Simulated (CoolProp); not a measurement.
A closed Brayton cycle with dry air: compressor inlet 324.15 K and 4.7 MPa, high pressure 10.4 MPa, turbine inlet 995 K, compressor efficiency 0.85, turbine efficiency 0.9, recuperator effectiveness 0.9 (on enthalpy, no pinch check). Each further row changes one setting.

Computed with CoolProp (reference Helmholtz-energy equation of state, Lemmon 2000). It is a pseudo-pure fit of the blend.

```tsv
case	thermal efficiency (%)	net work (kJ/kg)	compressor to turbine work	compressor exit (K)	turbine exit (K)
as stated	38.0	90.1	0.52	422.1	830.4
turbine inlet 945 K	36.1	80.6	0.55	422.1	787.3
compressor inlet 334.15 K	36.9	86.9	0.54	434.9	830.4
high pressure 8.84 MPa	37.1	76.6	0.50	400.2	861.8
recuperator effectiveness 0.5	21.8	90.1	0.52	422.1	830.4
```
